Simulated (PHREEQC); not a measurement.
## Nickel, zinc or cadmium bath

Consider water at 20 °C with 0.058 mol/kgw CdSO4, 0.0003 mol/kgw NaCl and 0.0033 mol/kgw HCl. Closed to the air; pH follows from the charge balance.

The numbers come from PHREEQC with the ion-association model, phreeqc.dat.

Each row changes one thing in this solution. No solid was allowed to form.

```csv
case,pH,ionic strength (mol/kgw),CdSO4 (mol/kgw),Cd(SO4)2-2 (mol/kgw),Cl- (mol/kgw),CdCl+ (mol/kgw)
as made,2.81,0.117,0.0223,0.00582,0.00186,0.00173
NaCl left out,2.81,0.117,0.0223,0.00582,0.00170,0.00159
HCl from 0.0033 to 0.0165 mol/kgw,2.10,0.122,0.0193,0.00489,0.00893,0.00756
HCl replaced by PbCl2 at the same molality,5.60,0.118,0.0216,0.00566,0.00357,0.00322
temperature from 20 to 80 °C,3.19,0.114,0.0238,0.00458,0.00182,0.00176
NaCl from 0.0003 to 0.003 mol/kgw,2.81,0.119,0.0218,0.00579,0.00329,0.00296
```

Some of these states are supersaturated (in Anglesite, for instance). At this temperature some constants are extrapolated from 25 °C, and those without enthalpy data are left unchanged.
